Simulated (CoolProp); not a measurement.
n-perfluorohexane along the isotherm 450 K: density (kg/m³) from the reference equation and from simpler models built on Tc = 448.0 K, pc = 17.42 bar, ω = 0.497; each cubic takes its own stable root.

The numbers come from the reference Helmholtz-energy equation of state, Gao 2022 in CoolProp.

```json
[
 {"p (bar)": "0.581", "phase": "gas", "reference": "5.311"},
 {"p (bar)": "1.16", "phase": "gas", "reference": "10.73"},
 {"p (bar)": "1.74", "phase": "gas", "reference": "16.30"},
 {"p (bar)": "2.32", "phase": "gas", "reference": "22.01"},
 {"p (bar)": "2.9", "phase": "gas", "reference": "27.87"},
 {"p (bar)": "3.48", "phase": "gas", "reference": "33.90"},
 {"p (bar)": "4.06", "phase": "gas", "reference": "40.11"},
 {"p (bar)": "4.64", "phase": "gas", "reference": "46.51"},
 {"p (bar)": "5.22", "phase": "gas", "reference": "53.12"},
 {"p (bar)": "5.81", "phase": "gas", "reference": "60.08"},
 {"p (bar)": "6.39", "phase": "gas", "reference": "67.16"},
 {"p (bar)": "6.97", "phase": "gas", "reference": "74.51"},
 {"p (bar)": "7.55", "phase": "gas", "reference": "82.16"},
 {"p (bar)": "8.13", "phase": "gas", "reference": "90.14"},
 {"p (bar)": "8.71", "phase": "gas", "reference": "98.48"}
]
```

Question: How far does each simpler model (ideal gas, van der Waals, Redlich-Kwong, Soave-Redlich-Kwong, Peng-Robinson) lie from the reference over these 15 states: mean and median of the absolute difference, and the worst?

Answer: 
- ideal gas: mean 10.2 %, median 9.9 %, worst -20.1 % at 450 K and 8.71 bar
- van der Waals: mean 1.7 %, median 1.6 %, worst -3.6 % at 450 K and 8.71 bar
- Redlich-Kwong: mean 0.4 %, median 0.4 %, worst -1.1 % at 450 K and 8.71 bar
- Soave-Redlich-Kwong: mean 0.5 %, median 0.4 %, worst -1.2 % at 450 K and 8.71 bar
- Peng-Robinson: mean 0.6 %, median 0.7 %, worst +1.0 % at 450 K and 8.71 bar
